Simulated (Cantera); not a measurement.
A closed system holds: 1 mol Si(CH3)4, 0.033 mol C3H8, 120 mol H2, held at 10.0 Torr.

Equilibrium computed with Cantera from the NASA thermochemical tables; the gas is ideal and each condensed phase is pure. Candidate condensed phases: C, C6H6, C7H8, C8H18, Si, SiC; 87 gas species. Gases not in the tables: Si2H6 and higher silanes. Kinetics and transport are ignored.

x: gas mole fraction; n: condensed amount in mol.

| T (K) | x H2 | x H | x C2H2 (acetylene) | x Si | n C(graphite) | n SiC(s) |
|---|---|---|---|---|---|---|
| 2025 | 0.982 | 0.0165 | 0.000889 | 0.000262 | 2.91 | 0.960 |
| 2075 | 0.975 | (withheld) | (withheld) | (withheld) | 2.86 | 0.915 |
| 2125 | 0.966 | (withheld) | (withheld) | (withheld) | 2.83 | (withheld) |
| 2175 | 0.954 | 0.0413 | 0.00213 | 0.00215 | 2.83 | 0.650 |
| 2225 | 0.938 | 0.0543 | 0.00275 | 0.00407 | 2.92 | 0.315 |
| 2275 | 0.919 | 0.0705 | 0.00350 | 0.00585 | 2.93 | 0 |
| 2325 | 0.898 | 0.0903 | 0.00439 | 0.00590 | 2.65 | 0 |
| 2375 | 0.873 | 0.114 | 0.00542 | 0.00584 | 2.32 | 0 |
| 2425 | 0.844 | 0.142 | 0.00659 | 0.00572 | 1.92 | 0 |
| 2475 | 0.809 | 0.175 | 0.00787 | 0.00554 | 1.46 | 0 |
| 2525 | 0.770 | 0.213 | 0.00925 | 0.00531 | 0.926 | 0 |
| 2575 | 0.726 | 0.256 | 0.0107 | 0.00506 | 0.315 | 0 |

What belongs in the gaps?


- 2125, x H: 0.0309
- 2125, x C2H2 (acetylene): 0.00162
- 2125, x Si: 0.00110
- 2125, n SiC(s): 0.825
- 2075, x H: 0.0228
- 2075, x C2H2 (acetylene): 0.00121
- 2075, x Si: 0.000547
